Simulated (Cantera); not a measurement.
What does this Cantera script print?

```python
import numpy as np
import cantera as ct

gas = ct.Solution("gri30.yaml")
gas.TPX = 1300, 1333, {'H2': 0.0091, 'O2': 1, 'N2': 0.24}
reactor = ct.IdealGasConstPressureReactor(gas, energy="off", clone=False)
net = ct.ReactorNet([reactor])
net.rtol, net.atol = 1e-08, 1e-18
show = ['H2', 'O2', 'NO', 'H2O', 'H', 'NO2', 'N2O']
times = np.geomspace(1e-06, 40, 15)

steps = ct.SolutionArray(gas, extra=["t"])
rows = []
print(f"{'t/s':>10s}{'T/K':>9s}{'P/Pa':>11s}" + "".join(f"{s:>11s}" for s in show))
for t in times:
    while net.time < t:
        t_next = net.step()
        steps.append(gas.state, t=t_next)
    rows.append([np.interp(t, steps.t, y) for y in (steps.T, steps.P, *steps(*show).X.T)])
    print(f"{t:10.3e}{rows[-1][0]:9.1f}{rows[-1][1]:11.4g}" + "".join(f"{x:11.3e}" for x in rows[-1][2:]))
rate = np.gradient(steps.T, steps.t)
print("integrator steps:", len(steps.t))
if steps.T.max() > steps.T[0] + 200:
    print(f"time of steepest temperature rise: {steps.t[rate.argmax()]:.4e} s")
gas.TPX = 1300, 1333, {'H2': 0.0091, 'O2': 1, 'N2': 0.24}
gas.equilibrate("TP")
print(f"equilibrium (TP): T = {gas.T:.1f} K  " + "  ".join(f"{s} {gas[s].X[0]:.3e}" for s in show))
```

Output:

```
       t/s      T/K       P/Pa         H2         O2         NO        H2O          H        NO2        N2O
 1.000e-06   1300.0       1333  7.285e-03  8.006e-01  8.012e-26  3.918e-16  3.021e-11  3.727e-35  5.265e-18
 3.491e-06   1300.0       1333  7.285e-03  8.006e-01  3.469e-24  1.611e-14  1.018e-10  5.492e-33  1.840e-17
 1.219e-05   1300.0       1333  7.285e-03  8.006e-01  1.576e-22  6.380e-13  3.152e-10  8.840e-31  6.445e-17
 4.256e-05   1300.0       1333  7.285e-03  8.006e-01  6.932e-21  2.216e-11  7.686e-10  1.564e-28  2.278e-16
 1.486e-04   1300.0       1333  7.285e-03  8.006e-01  2.153e-19  5.635e-10  1.337e-09  2.552e-26  8.312e-16
 5.188e-04   1300.0       1333  7.285e-03  8.006e-01  4.928e-18  1.121e-08  3.261e-09  4.134e-24  3.384e-15
 1.811e-03   1300.0       1333  7.285e-03  8.006e-01  2.089e-16  4.179e-07  4.009e-08  1.357e-21  2.112e-14
 6.325e-03   1300.0       1333  5.479e-03  7.989e-01  3.031e-12  1.342e-03  1.191e-04  1.703e-16  1.989e-11
 2.208e-02   1300.0       1333  2.642e-05  7.938e-01  1.373e-09  6.771e-03  2.219e-04  1.179e-13  1.938e-09
 7.710e-02   1300.0       1333  2.310e-05  7.946e-01  6.138e-09  6.823e-03  1.805e-04  5.585e-13  4.996e-09
 2.692e-01   1300.0       1333  1.531e-05  7.964e-01  1.762e-08  6.946e-03  9.584e-05  1.869e-12  6.297e-09
 9.398e-01   1300.0       1333  5.538e-06  7.986e-01  3.182e-08  7.117e-03  2.043e-05  4.767e-12  6.914e-09
 3.281e+00   1300.0       1333  9.884e-07  7.996e-01  4.188e-08  7.235e-03  1.524e-06  1.014e-11  7.388e-09
 1.146e+01   1300.0       1333  1.303e-07  7.998e-01  4.683e-08  7.285e-03  7.279e-08  1.836e-11  6.972e-09
 4.000e+01   1300.0       1333  2.013e-08  7.998e-01  4.881e-08  7.301e-03  4.432e-09  4.659e-11  4.700e-09
integrator steps: 1436
equilibrium (TP): T = 1300.0 K  H2 6.183e-09  O2 7.996e-01  NO 3.840e-04  H2O 7.306e-03  H 7.585e-10  NO2 9.353e-07  N2O 1.453e-09
```

Detailed kinetics in Cantera: GRI-Mech 3.0 (53 species, 325 reactions). Radical loss at walls, strong at low pressure, is not modelled.
